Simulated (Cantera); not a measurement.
Feed: 1 mol SiC, 0.16 mol Si, 0.059 mol H₂, at 2048 K and 8.40 mbar.

Method: chemical equilibrium by Gibbs-energy minimisation in Cantera with the NASA 1993 tables (ideal gas, pure condensed phases). Candidate condensed phases: C, C₆H₆, C₇H₈, C₈H₁₈, Si, SiC; 87 gas species. Mutual solubility and eutectic melting of coexisting phases are not modelled. Gases not in the tables: Si₂H₆ and higher silanes. Rates play no part.

Base state: H₂ 0.966, H 0.0240, Si 0.00900, SiH 0.000492, Si₂C 0.000300, SiH₂ 0.000134, Si₂ 0.000104, Si₃ 2.19e-5 (mole fractions); condensed: Si(l) + SiC(s).

Q: What changes in the equilibrium state with this change: 0.00059 mol Cl₂ added?

A: 
```csv
species,before,after
H₂,0.966,0.948
H,0.0240,0.0238
HCl,0,0.0173
SiCl₂,0,0.000714
Si,0.00900,0.00900
SiCl,0,0.000347
Cl,0,0.000321
SiH₂,0.000134,0.000131
SiH,0.000492,0.000488
Si₂C,0.000300,0.000300
"Si(l), mol",0.159,0.159
"SiC(s), mol",1.000,1.000
```
The tables' values for SiCl are old estimates; treat these amounts as uncertain.

Q: What changes in the equilibrium state with this change: pressure from 8.40 mbar to 0.133 bar?

A: 
```csv
species,before,after
H₂,0.966,0.993
H,0.0240,0.00611
Si,0.00900,0.000567
Si₃,2.19e-5,1.38e-6
Si₂,0.000104,6.58e-6
Si₂C,0.000300,1.89e-5
"Si(l), mol",0.159,0.160
"SiC(s), mol",1.000,1.000
```
